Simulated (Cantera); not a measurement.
Feed: 1 mol Si(CH₃)₄, 0.4 mol HCl, 5.8 mol H₂, at 2302 °C and 10.0 mbar.

Method: chemical equilibrium by Gibbs-energy minimisation in Cantera with the NASA 1993 tables (ideal gas, pure condensed phases). Candidate condensed phases: C, C₆H₆, C₇H₈, C₈H₁₈, Si, SiC; 109 gas species. The tables' values for SiCl are old estimates; treat these amounts as uncertain. Gases not in the tables: Si₂H₆ and higher silanes. Equilibrium is a limit: real reactors are often held back by kinetics, nucleation or transport.

Base state: H₂ 0.627, H 0.274, Si 0.0459, HCl 0.0196, SiC₂ 0.0147, C₂H₂ (acetylene) 0.00921, Cl 0.00602, Si₂C 0.00156 (mole fractions); condensed: C(graphite).

What changes in the equilibrium state with this change: HCl from 0.4 to 0.019 mol?


| species | before | after |
|---|---|---|
| H₂ | 0.627 | 0.645 |
| H | 0.274 | 0.278 |
| Si | 0.0459 | 0.0476 |
| HCl | 0.0196 | 0.000966 |
| Cl | 0.00602 | 0.000293 |
| SiC₂ | 0.0147 | 0.0152 |
| SiCl₂ | 4.78e-5 | 1.17e-7 |
| SiCl | 0.000390 | 1.96e-5 |
| Si₂C | 0.00156 | 0.00168 |
| C(graphite), mol | 3.22 | 3.22 |
